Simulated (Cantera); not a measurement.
An adiabatic, constant-pressure homogeneous reactor starts with C3H8 : O2 : N2 : CO2 = 1 : 4.55 : 17.1 : 1.1 (molar parts), at 1350 K and 1.01 bar.

Detailed kinetics in Cantera: GRI-Mech 3.0 (53 species, 325 reactions). GRI-Mech 3.0 was tuned for natural gas; its chemistry of propane as a main component is partial and can be far from experiment.

Predict: time of steepest temperature rise; temperature at 0.300 s; equilibrium temperature; x(O2) at 0.300 s; x(CO2) at 0.300 s; x(HCN) at 0.300 s; x(NO2) at 0.300 s.


| Quantity | Result |
|---|---|
| time of steepest temperature rise | 0.487 ms |
| temperature at 0.300 s | 2654 K |
| equilibrium temperature | 2654 K |
| x(O2) at 0.300 s | 0.0139 (gas-phase equilibrium 0.0139) |
| x(CO2) at 0.300 s | 0.0943 (gas-phase equilibrium 0.0943) |
| x(HCN) at 0.300 s | 1.27e-9 (gas-phase equilibrium 1.27e-9) |
| x(NO2) at 0.300 s | 1.38e-6 (gas-phase equilibrium 1.38e-6) |
